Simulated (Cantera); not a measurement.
An isothermal, constant-pressure homogeneous reactor starts with NO : N₂ = 1 : 0.42 (molar parts), at 2050 K and 0.0267 bar. Integrator tolerance rtol = 1e-08.

Cantera simulation using GRI-Mech 3.0 (53 species, 325 reactions); the numbers are that mechanism's predictions, not measurements. Radical loss at walls, strong at low pressure, is not modelled.

| quantity | before | after |
|---|---|---|
| x(NO) at 2.00 s | 0.467 (gas-phase equilibrium 0.0102) | 0.703 (gas-phase equilibrium 0.00228) |
| x(O) at 2.00 s | 0.00220 (gas-phase equilibrium 0.00352) | 9.24e-6 (gas-phase equilibrium 5.29e-5) |
| x(O₂) at 2.00 s | 0.117 (gas-phase equilibrium 0.345) | 0.000732 (gas-phase equilibrium 0.351) |
| x(NO₂) at 2.00 s | 8.79e-5 (gas-phase equilibrium 3.37e-6) | 5.62e-5 (gas-phase equilibrium 1.93e-6) |
| x(N₂O) at 2.00 s | 6.09e-5 (gas-phase equilibrium 8.39e-8) | 0.000164 (gas-phase equilibrium 2.01e-8) |
| x(N₂) at 2.00 s | 0.413 (gas-phase equilibrium 0.642) | 0.296 (gas-phase equilibrium 0.647) |

### Question
Name the change that produced these shifts.
A) pressure from 0.0267 bar to 0.0850 bar
B) temperature 2050 to 1600 K
C) N2 0.42 to 0.22 parts
D) NO 1 to 0.63 parts

### Answer
B, temperature 2050 to 1600 K
